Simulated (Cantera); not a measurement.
Gas mixture: N₂ : N₂O = 0.45 : 0.99 (molar parts), at 0.270 Torr, frozen composition.

Cantera's kinetic-theory transport with the Lennard-Jones parameters of GRI-Mech 3.0, ideal gas; thermal conductivity in the mixture-averaged form. The composition is frozen, though it would react at the higher temperatures.

D: mixture-averaged diffusion coefficient of that species in the mixture.

```json
[
 {"T (K)": "400", "ρ (kg/m³)": "0.000422", "cp (J/kg/K)": "987.4", "μ (µPa s)": "20.2", "λ (mW/m/K)": "?", "Pr": "0.724", "D (cm²/s) O": "1270", "D (cm²/s) C₂H₂": "642", "D (cm²/s) H₂O": "896"},
 {"T (K)": "500", "ρ (kg/m³)": "0.000338", "cp (J/kg/K)": "1046", "μ (µPa s)": "24.3", "λ (mW/m/K)": "?", "Pr": "0.727", "D (cm²/s) O": "1870", "D (cm²/s) C₂H₂": "964", "D (cm²/s) H₂O": "1380"},
 {"T (K)": "600", "ρ (kg/m³)": "0.000282", "cp (J/kg/K)": "1095", "μ (µPa s)": "28.0", "λ (mW/m/K)": "?", "Pr": "0.729", "D (cm²/s) O": "2550", "D (cm²/s) C₂H₂": "1330", "D (cm²/s) H₂O": "1950"},
 {"T (K)": "700", "ρ (kg/m³)": "0.000241", "cp (J/kg/K)": "1138", "μ (µPa s)": "31.4", "λ (mW/m/K)": "?", "Pr": "0.730", "D (cm²/s) O": "3320", "D (cm²/s) C₂H₂": "1750", "D (cm²/s) H₂O": "2590"},
 {"T (K)": "800", "ρ (kg/m³)": "0.000211", "cp (J/kg/K)": "1176", "μ (µPa s)": "34.6", "λ (mW/m/K)": "?", "Pr": "0.733", "D (cm²/s) O": "4160", "D (cm²/s) C₂H₂": "2210", "D (cm²/s) H₂O": "3300"},
 {"T (K)": "900", "ρ (kg/m³)": "0.000188", "cp (J/kg/K)": "1209", "μ (µPa s)": "37.7", "λ (mW/m/K)": "?", "Pr": "0.735", "D (cm²/s) O": "5080", "D (cm²/s) C₂H₂": "2700", "D (cm²/s) H₂O": "4080"},
 {"T (K)": "1000", "ρ (kg/m³)": "0.000169", "cp (J/kg/K)": "1236", "μ (µPa s)": "40.5", "λ (mW/m/K)": "?", "Pr": "0.735", "D (cm²/s) O": "6060", "D (cm²/s) C₂H₂": "3240", "D (cm²/s) H₂O": "4930"},
 {"T (K)": "1100", "ρ (kg/m³)": "0.000154", "cp (J/kg/K)": "1256", "μ (µPa s)": "43.3", "λ (mW/m/K)": "74.1", "Pr": "0.734", "D (cm²/s) O": "7110", "D (cm²/s) C₂H₂": "3810", "D (cm²/s) H₂O": "5830"},
 {"T (K)": "1200", "ρ (kg/m³)": "0.000141", "cp (J/kg/K)": "1274", "μ (µPa s)": "46.0", "λ (mW/m/K)": "79.9", "Pr": "0.733", "D (cm²/s) O": "8220", "D (cm²/s) C₂H₂": "4410", "D (cm²/s) H₂O": "6790"}
]
```

### Question
Complete the blanks.

### Answer

- 400, λ (mW/m/K): 27.6
- 500, λ (mW/m/K): 34.9
- 600, λ (mW/m/K): 42.1
- 700, λ (mW/m/K): 48.9
- 800, λ (mW/m/K): 55.6
- 900, λ (mW/m/K): 62.0
- 1000, λ (mW/m/K): 68.1
